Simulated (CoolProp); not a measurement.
Vapour-liquid equilibrium of R1234ze(E) (1) + R227EA (2) at 15.6 bar; x and y are mole fractions of (1).

Computed with CoolProp (multi-fluid Helmholtz-energy mixture model, Thol 2016 and Lemmon 2016; pair parameters Bell 2023).

```json
[
 {"x": "0.05", "bubble temperature (K)": "344.9", "y at the bubble point": "0.054", "dew temperature at overall composition x (K)": "344.9", "liquid density (mol/L)": "6.782"},
 {"x": "0.15", "bubble temperature (K)": "344.3", "y at the bubble point": "0.160", "dew temperature at overall composition x (K)": "344.3", "liquid density (mol/L)": "6.951"},
 {"x": "0.25", "bubble temperature (K)": "343.7", "y at the bubble point": "0.264", "dew temperature at overall composition x (K)": "343.8", "liquid density (mol/L)": "7.126"},
 {"x": "0.35", "bubble temperature (K)": "343.2", "y at the bubble point": "0.365", "dew temperature at overall composition x (K)": "343.3", "liquid density (mol/L)": "7.308"},
 {"x": "0.45", "bubble temperature (K)": "342.8", "y at the bubble point": "0.464", "dew temperature at overall composition x (K)": "342.8", "liquid density (mol/L)": "7.497"},
 {"x": "0.55", "bubble temperature (K)": "342.4", "y at the bubble point": "0.562", "dew temperature at overall composition x (K)": "342.5", "liquid density (mol/L)": "7.694"},
 {"x": "0.65", "bubble temperature (K)": "342.1", "y at the bubble point": "0.658", "dew temperature at overall composition x (K)": "342.1", "liquid density (mol/L)": "7.901"},
 {"x": "0.75", "bubble temperature (K)": "341.9", "y at the bubble point": "0.755", "dew temperature at overall composition x (K)": "341.9", "liquid density (mol/L)": "8.118"},
 {"x": "0.85", "bubble temperature (K)": "341.8", "y at the bubble point": "0.852", "dew temperature at overall composition x (K)": "341.8", "liquid density (mol/L)": "8.345"},
 {"x": "0.95", "bubble temperature (K)": "341.7", "y at the bubble point": "0.950", "dew temperature at overall composition x (K)": "341.7", "liquid density (mol/L)": "8.584"}
]
```

No azeotrope shows between x = 0.05 and 0.95.

Pair parameters are fitted to limited data, so mixtures are less certain than the pure fluids.
